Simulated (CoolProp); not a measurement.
Vapour-liquid equilibrium of propane (1) + cyclopropane (2) at 337.1 K; x and y are mole fractions of (1).

Computed with CoolProp (multi-fluid Helmholtz-energy mixture model, Lemmon 2009 and Polt 1992; pair parameters Bell 2016). This equation is an older, rougher fit; its heat capacities, sound speeds and derivatives of the liquid may be far off and weren't checked against measurements.

Q: Give the bubble pressure and the first vapour's composition at x = 0.35, 0.425, 0.575. Is there an azeotrope?

A: x = 0.35: 2091 kPa, y = 0.397; x = 0.425: 2134 kPa, y = 0.469; x = 0.575: 2207 kPa, y = 0.607. No azeotrope shows between x = 0.05 and 0.95.

Pair parameters are fitted to limited data, so mixtures are less certain than the pure fluids.
